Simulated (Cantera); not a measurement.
A closed system holds: 1 mol Ta(OEt)₅, 0.076 mol O₂, held at 1523 K and 1 atm.

Method: chemical equilibrium by Gibbs-energy minimisation in Cantera with the NASA 1993 tables (ideal gas, pure condensed phases). Candidate condensed phases: C, C₆H₆, C₇H₈, C₈H₁₈, H₂O, Ta, TaC, Ta₂O₅; 113 gas species. The feed counts by its element totals alone. TaC: taken at fixed stoichiometry. Condensed phases not in the tables: Ta₂C. Equilibrium is a limit: real reactors are often held back by kinetics, nucleation or transport.

Base state: H₂ 0.707, CO 0.292, CH₄ 0.00116, H₂O 0.000305, CO₂ 4.69e-5, H 1.93e-5 (mole fractions); condensed: C(graphite) + TaC(s).

**Question.** What changes in the equilibrium state with this change: temperature from 1523 K to 2523.15 K?

**Answer.** 
```csv
species,before,after
H₂,0.707,0.680
CO,0.292,0.289
H,1.93e-5,0.0228
C₂H₂ (acetylene),8.35e-6,0.00811
C₄H₂,<1e-9,3.99e-5
C₂H,<1e-9,2.05e-5
CO₂,4.69e-5,3.09e-7
H₂O,0.000305,4.57e-6
"C(graphite), mol",3.83,3.55
"TaC(s), mol",1.00,1.00
```

**Question.** What changes in the equilibrium state with this change: temperature from 1523 K to 1248.15 K?

**Answer.** 
| species | before | after |
|---|---|---|
| H₂ | 0.707 | 0.816 |
| CO | 0.292 | 0.174 |
| CH₄ | 0.00116 | 0.00751 |
| H | 1.93e-5 | 4.20e-7 |
| H₂O | 0.000305 | 0.00221 |
| CO₂ | 4.69e-5 | 0.000302 |
| C(graphite), mol | 3.83 | 7.27 |
| TaC(s), mol | 1.00 | 0 |
| Ta₂O₅(s), mol | 0 | 0.500 |
